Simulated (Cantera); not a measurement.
A perfectly stirred reactor is fed with 3.76 % C2H6, 12.0 % O2, 75.2 % N2, 9.03 % H2O, at 1.00 bar; it is adiabatic with a 398 K inlet, and is followed from long to short residence time, starting on the burning branch (τ in s: 0.34, 0.096, 0.027, 0.0077, 0.0022, 0.00062, 0.00018, 5e-05, 1.4e-05).

Cantera simulation using GRI-Mech 3.0 (53 species, 325 reactions); the numbers are that mechanism's predictions, not measurements.

### Question
Predict: blow-out, bracketed by the residence times tried; x(C2H6) at τ = 0.340 s; x(O2) at τ = 0.340 s; x(H2O) at τ = 0.340 s; x(NO) at τ = 0.340 s; x(C2H4) at τ = 0.340 s; x(C2H6) at τ = 2.20 ms; x(O2) at τ = 2.20 ms; x(H2O) at τ = 2.20 ms; x(NO) at τ = 2.20 ms; x(C2H4) at τ = 2.20 ms.

### Answer
- blow-out, bracketed by the residence times tried = burning at 2.20 ms, out at 0.620 ms
- x(C2H6) at τ = 0.340 s = 9.92e-7
- x(O2) at τ = 0.340 s = 0.000179
- x(H2O) at τ = 0.340 s = 0.185
- x(NO) at τ = 0.340 s = 4.78e-5
- x(C2H4) at τ = 0.340 s = 2.71e-6
- x(C2H6) at τ = 2.20 ms = 4.68e-5
- x(O2) at τ = 2.20 ms = 0.00481
- x(H2O) at τ = 2.20 ms = 0.181
- x(NO) at τ = 2.20 ms = 3.76e-5
- x(C2H4) at τ = 2.20 ms = 5.23e-5
